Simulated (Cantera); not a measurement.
What does this Cantera script print?

```python
import numpy as np
import cantera as ct

gas_names = """
    AL ALH ALO ALOH ALO2 ALO2H AL2 AL2O AL2O2 H HALO HO2 H2 H2O H2O2 O OH O2 O3
""".split()
cond_names = """
    AL(cr) AL(L) AL2O3(a) AL2O3(L) H2O(s) H2O(L)
""".split()


# ... load() reads the species with a 1 bar reference pressure and builds the phases ...
atoms = {
    'Al2O3': {'AL': 2, 'O': 3},
    'H2': {'H': 2},
}
top_T = {}  # K; cautious upper limits of use, not melting points


# ... equilibrate(T, P, feed) seeds the gas with the atoms and calls Mixture.equilibrate('TP', solver="vcs", rtol=1e-11, max_steps=5000) ...
results = []
feed = {'Al2O3': 1, 'H2': 0.76}  # mol
P = 1333.22  # Pa
for T in [848, 998, 1148, 1298, 1448, 1598, 1748, 1898, 2048, 2198]:
    mix = equilibrate(T, P, feed)
    results.append((T, P, feed, dict(zip(mix.species_names, mix.species_moles))))

top = {s: max(r[3][s] / sum(r[3][g] for g in gas_names) for r in results) for s in gas_names}
cols = sorted((s for s in top if top[s] > 1e-05), key=lambda s: -top[s])[:9]
seen = [c for c in cond_names if any(r[3].get(c, 0) > 1e-12 for r in results)]
print("log10 of partial pressures in bar; condensed amounts in mol")
print(f"{'T/K':>10s}" + "".join(f"{s[:9]:>10s}" for s in cols + seen))
for T, P, feed, n in results:
    ng = sum(n[g] for g in gas_names)
    print(f"{T:10.4g}" + "".join(f"{np.log10(max(n[s] / ng * P / 1e5, 1e-99)):10.3f}" for s in cols)
          + "".join(f"{n.get(c, 0):10.4g}" for c in seen))
```

It prints:

```
log10 of partial pressures in bar; condensed amounts in mol
       T/K        H2         H       H2O        AL      AL2O      ALOH       ALH        OH       ALO  AL2O3(a)
       848    -1.875   -11.658   -16.578   -16.108   -19.141   -19.080   -15.017   -29.618   -29.618         1
       998    -1.875    -9.605   -13.168   -13.904   -16.484   -15.951   -13.485   -23.559   -24.162         1
      1148    -1.875    -8.082   -11.132   -11.576   -13.597   -13.421   -11.655   -19.563   -19.910         1
      1298    -1.875    -6.908    -9.536    -9.853   -11.474   -11.509   -10.314   -16.456   -16.671         1
      1448    -1.875    -5.973    -8.254    -8.526    -9.848   -10.014    -9.291   -13.975   -14.123         1
      1598    -1.875    -5.212    -7.207    -7.469    -8.561    -8.813    -8.481   -11.953   -12.066         1
      1748    -1.876    -4.579    -6.337    -6.608    -7.518    -7.829    -7.825   -10.274   -10.369         1
      1898    -1.878    -4.046    -5.604    -5.893    -6.658    -7.008    -7.283    -8.859    -8.948    0.9999
      2048    -1.884    -3.592    -4.982    -5.291    -5.938    -6.316    -6.831    -7.653    -7.740    0.9998
      2198    -1.898    -3.203    -4.450    -4.781    -5.332    -5.730    -6.455    -6.612    -6.702    0.9992
```

These are equilibrium values from Cantera (NASA tables, ideal gas, pure condensed phases), not measurements of a reactor. The tables' values for AlOH are old estimates; treat these amounts as uncertain.
